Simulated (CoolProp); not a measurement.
Vapour-liquid equilibrium of dimethyl carbonate (1) + n-nonane (2) at 0.135 MPa; x and y are mole fractions of (1).

Values from CoolProp's multi-fluid Helmholtz-energy mixture model, Zhou 2011 and Lemmon 2006; pair parameters Bell 2016.

```
x     bubble temperature, mixture model (°C)  bubble temperature, Raoult's law (°C)  y, mixture model  y, Raoult's law
----  --------------------------------------  -------------------------------------  ----------------  ---------------
0.05                                     [?]                                  154.9             0.344            0.206
0.2                                      [?]                                  138.6               [?]            0.570
0.35                                     [?]                                  127.1             0.833            0.751
0.5                                    105.2                                  118.3             0.870            0.854
0.65                                     [?]                                  111.4             0.891            0.919
0.8                                      [?]                                  105.6               [?]            0.962
0.95                                    99.8                                  100.8               [?]            0.992
```

Complete the blanks.


- 0.05, bubble temperature, mixture model (°C): 146.8
- 0.2, bubble temperature, mixture model (°C): 120.1
- 0.2, y, mixture model: 0.734
- 0.35, bubble temperature, mixture model (°C): 109.5
- 0.65, bubble temperature, mixture model (°C): 103.1
- 0.8, bubble temperature, mixture model (°C): 101.5
- 0.8, y, mixture model: 0.915
- 0.95, y, mixture model: 0.967

The largest gap from Raoult's law is -18.5 K in bubble temperature, at x = 0.2. No azeotrope shows between x = 0.05 and 0.95.

Pair parameters are fitted to limited data, so mixtures are less certain than the pure fluids.
